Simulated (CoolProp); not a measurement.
Values from CoolProp's reference Helmholtz-energy equation of state, Lemmon 2005. It is a short technical equation, of lower accuracy than the large ones.

For trans-2-butene, give the phase and the cv (kJ/(kg K)), speed of sound (m/s), Joule-Thomson coefficient (K/MPa) at 421.4 K and 0.101 MPa; 525 K and 0.101 MPa.


- 421.4 K and 0.101 MPa: gas; cv 1.87, speed of sound 258, Joule-Thomson coefficient 9.38
- 525 K and 0.101 MPa: gas; cv 2.22, speed of sound 287, Joule-Thomson coefficient 5.00
